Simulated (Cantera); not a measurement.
## NO annealing gas

An isothermal, constant-pressure homogeneous reactor starts with 76.9 % NO, 23.1 % N₂, at 1998 K and 0.580 bar.

Cantera simulation using GRI-Mech 3.0 (53 species, 325 reactions); the numbers are that mechanism's predictions, not measurements.

| t (s) | x NO | x O | x O₂ | x N₂ | x N₂O | x NO₂ |
|---|---|---|---|---|---|---|
| 0.000100 | 0.769 | 2.12e-5 | 1.03e-6 | 0.231 | 3.67e-5 | 2.02e-5 |
| 0.000295 | 0.769 | 4.68e-5 | 1.08e-5 | 0.231 | 9.49e-5 | 7.89e-5 |
| 0.000871 | 0.768 | 9.22e-5 | 0.000133 | 0.231 | 0.000195 | 0.000193 |
| 0.00257 | 0.767 | 0.000112 | 0.000838 | 0.232 | 0.000263 | 0.000240 |
| 0.00758 | 0.762 | 0.000120 | 0.00311 | 0.234 | 0.000265 | 0.000259 |
| 0.0224 | 0.749 | 0.000140 | 0.00980 | 0.241 | 0.000254 | 0.000304 |
| 0.0660 | 0.710 | 0.000184 | 0.0291 | 0.260 | 0.000224 | 0.000396 |
| 0.195 | 0.606 | 0.000269 | 0.0810 | 0.312 | 0.000158 | 0.000512 |
| 0.574 | 0.389 | 0.000389 | 0.190 | 0.421 | 6.20e-5 | 0.000489 |
| 1.69 | 0.134 | 0.000493 | 0.317 | 0.548 | 7.35e-6 | 0.000217 |
| 5.00 | 0.0256 | 0.000531 | 0.371 | 0.602 | 5.56e-7 | 4.47e-5 |
x: mole fraction; the columns are a selection and need not sum to one.

Equilibrium at this temperature and pressure: NO 0.00905, O 0.000536, O₂ 0.380, N₂ 0.611, N₂O 3.41e-7, NO₂ 1.60e-5 (gas phase only).
